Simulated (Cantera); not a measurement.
**Premixed flame**

A freely propagating, adiabatic, planar premixed flame of CH₄ : C₂H₆ : O₂ : N₂ : CO₂ = 1 : 0.06 : 1.84 : 5.16 : 0.58 (molar parts), equivalence ratio 1.2, unburnt at 548 K and 7500 Torr; mixture-averaged transport, grid criteria slope 0.08 and curve 0.16, no radiation.

Model: GRI-Mech 3.0 (53 species, 325 reactions), integrated in Cantera. Burning velocities carry a grid error of a few per cent, more on coarse grids.

| z (mm) | T (K) | u (m/s) | x CH₄ | x C₂H₆ | x O₂ | x NO | x C₂H₄ | x CH₂ |
|---|---|---|---|---|---|---|---|---|
| -0.189 | 549 | 0.486 | 0.115 | 0.00693 | 0.212 | <1e-8 | 5.88e-7 | <1e-8 |
| -0.126 | 557 | 0.494 | 0.114 | 0.00690 | 0.211 | 1.74e-8 | 6.53e-6 | <1e-8 |
| -0.0944 | 579 | 0.516 | 0.112 | 0.00685 | 0.209 | 7.47e-8 | 3.01e-5 | <1e-8 |
| -0.0629 | 699 | 0.629 | 0.103 | 0.00654 | 0.197 | 6.44e-7 | 0.000229 | <1e-8 |
| -0.0315 | 1208 | 1.11 | 0.0666 | 0.00445 | 0.143 | 8.58e-6 | 0.00155 | 2.76e-8 |
| -0.0157 | 1654 | 1.54 | 0.0349 | 0.00198 | 0.0916 | 2.09e-5 | 0.00227 | 2.95e-6 |
| 0 | 2060 | 1.93 | 0.00783 | 0.000128 | 0.0395 | 3.89e-5 | 0.000784 | 5.18e-5 |
| 0.0157 | 2241 | 2.10 | 0.000549 | 6.39e-7 | 0.0133 | 6.42e-5 | 2.38e-5 | 2.75e-5 |
| 0.0315 | 2300 | 2.15 | 2.41e-5 | <1e-8 | 0.00569 | 8.20e-5 | 1.67e-7 | 2.09e-6 |
| 0.0629 | 2354 | 2.19 | 1.19e-7 | <1e-8 | 0.00238 | 9.56e-5 | <1e-8 | 1.16e-8 |
| 0.126 | 2395 | 2.22 | <1e-8 | <1e-8 | 0.00102 | 0.000105 | <1e-8 | <1e-8 |
| 0.252 | 2418 | 2.24 | <1e-8 | <1e-8 | 0.000428 | 0.000112 | <1e-8 | <1e-8 |
| 0.504 | 2425 | 2.25 | <1e-8 | <1e-8 | 0.000259 | 0.000121 | <1e-8 | <1e-8 |
x: mole fraction of selected species; z is measured from the peak of heat release.

The laminar burning velocity is 48.4 cm/s. The thermal thickness is 0.0629 mm and the peak x(C₂H₄) comes out as 0.00228. The peak x(CH₂) comes out as 6.02e-5. The grid points comes out as 147.
